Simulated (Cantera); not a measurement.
Standard-state values (1 bar) from the NASA 1993 polynomials, evaluated with Cantera. Values are per mole of reaction as written; species without (g) are pure solids or liquids, kept so even where they would boil at 1 bar.

C + O2(g) ⇌ CO2(g), with ΔH° = -393.5 kJ and ΔS° = 2.9 J/K at 300 K.

**Question.** How far is the shortcut ΔG° ≈ ΔH°(300 K) − T·ΔS°(300 K) from the full temperature-dependent value at 773, 823, 873, 923, 973, 1023, 1073, 1123, 1173, 1223, 1273 K?

**Answer.** 
```json
[
 {"T (K)": "773", "shortcut (kJ)": "-395.8", "full (kJ)": "-395.5", "difference (kJ)": "-0.2", "difference in log10 K": "0.02"},
 {"T (K)": "823", "shortcut (kJ)": "-395.9", "full (kJ)": "-395.6", "difference (kJ)": "-0.3", "difference in log10 K": "0.02"},
 {"T (K)": "873", "shortcut (kJ)": "-396.0", "full (kJ)": "-395.7", "difference (kJ)": "-0.4", "difference in log10 K": "0.02"},
 {"T (K)": "923", "shortcut (kJ)": "-396.2", "full (kJ)": "-395.8", "difference (kJ)": "-0.4", "difference in log10 K": "0.02"},
 {"T (K)": "973", "shortcut (kJ)": "-396.3", "full (kJ)": "-395.8", "difference (kJ)": "-0.5", "difference in log10 K": "0.03"},
 {"T (K)": "1023", "shortcut (kJ)": "-396.5", "full (kJ)": "-395.9", "difference (kJ)": "-0.6", "difference in log10 K": "0.03"},
 {"T (K)": "1073", "shortcut (kJ)": "-396.6", "full (kJ)": "-395.9", "difference (kJ)": "-0.7", "difference in log10 K": "0.03"},
 {"T (K)": "1123", "shortcut (kJ)": "-396.8", "full (kJ)": "-396.0", "difference (kJ)": "-0.8", "difference in log10 K": "0.04"},
 {"T (K)": "1173", "shortcut (kJ)": "-396.9", "full (kJ)": "-396.0", "difference (kJ)": "-0.9", "difference in log10 K": "0.04"},
 {"T (K)": "1223", "shortcut (kJ)": "-397.1", "full (kJ)": "-396.1", "difference (kJ)": "-1.0", "difference in log10 K": "0.04"},
 {"T (K)": "1273", "shortcut (kJ)": "-397.2", "full (kJ)": "-396.1", "difference (kJ)": "-1.1", "difference in log10 K": "0.04"}
]
```
The shortcut ignores the heat-capacity change of the reaction.
